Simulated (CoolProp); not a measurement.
Model: reference Helmholtz-energy equation of state, Thol 2016, in CoolProp.

For hexamethyldisiloxane (MM), give the phase and the density (kg/m³), cp (kJ/(kg K)), Joule-Thomson coefficient (K/MPa), fugacity coefficient at 60.65 °C and 18.1 bar.


- 60.65 °C and 18.1 bar: liquid; density 725, cp 1.99, Joule-Thomson coefficient -0.348, fugacity coefficient 0.0167
